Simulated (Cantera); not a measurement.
A perfectly stirred reactor is fed with CH4 : H2 : O2 : N2 = 1 : 0.082 : 1.46 : 5.48 (molar parts), equivalence ratio 1.4, at 930000 Pa; it is adiabatic with a 523 K inlet, and is followed from long to short residence time, starting on the burning branch (τ in s: 0.021, 0.0087, 0.0036, 0.0015, 0.00064, 0.00027, 0.00011, 4.6e-05, 1.9e-05).

Computed with Cantera and GRI-Mech 3.0 (53 species, 325 reactions).

Question: What does this change do: N2 5.48 to 7.5 parts?

Answer: 
```tsv
quantity	before	after
blow-out, bracketed by the residence times tried	burning at 0.110 ms, out at 46.0 µs	burning at 0.640 ms, out at 0.270 ms
x(CH4) at τ = 21.0 ms	0.000489	0.00391
x(H2) at τ = 21.0 ms	0.0602	0.0397
x(O2) at τ = 21.0 ms	0.000117	0.000665
x(CH2O) at τ = 21.0 ms	2.86e-6	8.75e-6
x(C2H6) at τ = 21.0 ms	7.18e-8	5.24e-6
x(CH4) at τ = 0.640 ms	0.00365	0.0110
x(H2) at τ = 0.640 ms	0.0498	0.0287
x(O2) at τ = 0.640 ms	0.00273	0.0141
x(CH2O) at τ = 0.640 ms	4.38e-5	0.000147
x(C2H6) at τ = 0.640 ms	7.72e-6	0.000198
```

Question: What does this change do: 0.13 parts CO2 added?

Answer: 
```csv
quantity,before,after
"blow-out, bracketed by the residence times tried","burning at 0.110 ms, out at 46.0 µs","burning at 0.270 ms, out at 0.110 ms"
x(CH4) at τ = 21.0 ms,0.000489,0.000631
x(H2) at τ = 21.0 ms,0.0602,0.0539
x(O2) at τ = 21.0 ms,0.000117,0.000153
x(CH2O) at τ = 21.0 ms,2.86e-6,3.60e-6
x(C2H6) at τ = 21.0 ms,7.18e-8,1.28e-7
x(CH4) at τ = 0.640 ms,0.00365,0.00413
x(H2) at τ = 0.640 ms,0.0498,0.0440
x(O2) at τ = 0.640 ms,0.00273,0.00343
x(CH2O) at τ = 0.640 ms,4.38e-5,5.20e-5
x(C2H6) at τ = 0.640 ms,7.72e-6,1.16e-5
```
